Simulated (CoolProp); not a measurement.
200 sccm (0 °C, 1 atm) of nitrogen bubbles through liquid hexamethyldisiloxane (MM) at 292.9 K and leaves saturated at a total pressure of 0.0962 MPa (ideal gas phase). Each further row changes one setting.

The numbers come from the reference Helmholtz-energy equation of state, Thol 2016 in CoolProp.

```csv
case,vapour pressure (kPa),mole fraction of vapour,delivery (mg/min),delivery (sccm),change of delivery for a bath 1 K warmer (%)
as stated,4.25,0.0442,66.9,?,?
bath temperature 297.9 K,5.51,0.0572,88.0,?,5.5
total pressure 0.192 MPa,4.25,0.0221,?,?,5.5
```

Some entries are withheld; supply them.


- as stated, delivery (sccm): 9.24
- as stated, change of delivery for a bath 1 K warmer (%): 5.7
- bath temperature 297.9 K, delivery (sccm): 12.1
- total pressure 0.192 MPa, delivery (mg/min): 32.8
- total pressure 0.192 MPa, delivery (sccm): 4.52
